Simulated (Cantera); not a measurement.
Gas mixture: C2H4 : C3H8 = 0.2 : 0.12 (molar parts), at 1.50 bar, frozen composition.

Cantera's kinetic-theory transport with the Lennard-Jones parameters of GRI-Mech 3.0, ideal gas; thermal conductivity in the multicomponent form. The composition is frozen, though it would react at the higher temperatures.

One state of this run: ρ (kg/m³) = 0.307; cp (J/kg/K) = 4621; μ (µPa s) = 41.9; λ (mW/m/K) = 256; Pr = 0.758; D (cm²/s) CH3 = 2.82; D (cm²/s) C2H2 = 2.14; D (cm²/s) H2 = 9.21. D: mixture-averaged diffusion coefficient of that species in the mixture.

Q: Which value of T (K) does it belong to?
A. 1000
B. 2000
C. 800
D. 1600

A: B, 2000
